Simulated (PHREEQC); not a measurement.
Copper plating or etch bath

A solution holds 11 mmol/kgw CuCl2 and 0.053 mmol/kgw HBF4, at 54 °C. Closed to the air; pH follows from the charge balance.

Computed with PHREEQC (ion-association model, wateq4f.dat).

Each row changes one thing in this solution. No solid was allowed to form.

```
case                                         pH  ionic strength (mol/kgw)
-----------------------------------------  ----  ------------------------
as made                                    3.83                    0.0310
0.00028 mol/kgw H3PO4 added                3.47                    0.0312
HBF4 replaced by CsF at the same molality  4.42                    0.0309
HBF4 left out                              4.41                    0.0308
diluted 100-fold with water                5.44                  0.000331
temperature from 54 to 50 °C               3.83                    0.0313
CuCl2 from 0.011 to 0.0055 mol/kgw         3.84                    0.0160
CuCl2 left out                             3.82                  0.000153
0.0016 mol/kgw Na2CO3 added                5.41                    0.0301
```

Some of these states are supersaturated (in Atacamite, Tenorite (slow to form), Malachite, for instance). Away from 25 °C the constants follow the database's enthalpies or fits; those with neither stay at their 25 °C values. Real BF4- forms and hydrolyses slowly; the run takes it at equilibrium.
